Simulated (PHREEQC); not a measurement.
Ca(OH)2 is added in steps, without added water, to 1 kg of water holding 0.0054 mol/kgw HF and 0.2 mol/kgw NH4HF2, at 25 °C. Oxygen is held at 0.21 atm. No CO2 enters from the air. Solids allowed: Fluorite, Portlandite. Others were left out.

Base run: PHREEQC, ion-association model, wateq4f.dat. Each further column changes one thing. The table gives pH.

| Ca(OH)2 added (mol) | base | temperature from 25 to 15 °C | HF from 0.0054 to 0.027 mol/kgw | HF left out | no solid may form |
|---|---|---|---|---|---|
| 0 | 3.18 | 3.15 | 3.13 | 3.19 | 3.18 |
| 0.021 | 3.29 | 3.25 | 3.23 | 3.30 | 3.37 |
| 0.042 | 3.43 | 3.38 | 3.35 | 3.45 | 3.58 |
| 0.0525 | 3.51 | 3.46 | 3.42 | 3.54 | 3.70 |
| 0.0735 | 3.77 | 3.70 | 3.62 | 3.81 | 4.02 |
| 0.0945 | 4.34 | 4.26 | 3.96 | 4.52 | 4.66 |
| 0.1155 | 8.53 | 8.85 | 7.68 | 8.63 | 8.55 |
| 0.1365 | 9.07 | 9.38 | 8.84 | 9.12 | 9.09 |
| 0.1575 | 9.43 | 9.75 | 9.25 | 9.48 | 9.46 |
| 0.168 | 9.61 | 9.93 | 9.43 | 9.66 | 9.65 |
| 0.189 | 10.11 | 10.43 | 9.82 | 10.21 | 10.17 |
| 0.21 | 12.08 | 12.41 | 10.69 | 12.20 | 11.82 |

wateq4f.dat counts part of the HF as a dimer, H2F2, which phreeqc.dat doesn't know; its constant is uncertain. In at least one series the solution becomes supersaturated in solids that the run did not let form, among them Fluorite.
